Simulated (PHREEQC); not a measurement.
Dissolve 0.23 mol Cd(NO3)2, 0.0056 mol Pb(NO3)2, 0.00205 mol Fe(NO3)3 and 0.00011 mol AgF per kg of water at 25 °C. Closed to the air; pH follows from the charge balance.

Model: ion-association model, wateq4f.dat, run in PHREEQC.

Question: The ionic strength comes out as 0.615 mol/kgw. What activity coefficients do Fe+3, PbNO3+, FeF+2, Ag+, NO3- get?

Answer: Fe+3 0.082, PbNO3+ 0.74, FeF+2 0.20, Ag+ 0.74, NO3- 0.59.

This is a speciation only: nothing precipitates in the calculation. Saturation is exceeded, for instance for Hematite (slow to form), Goethite (slow to form); the values hold only as long as no solid forms. Fluoro complexes past AlF4- and FeF3 are missing from the database.
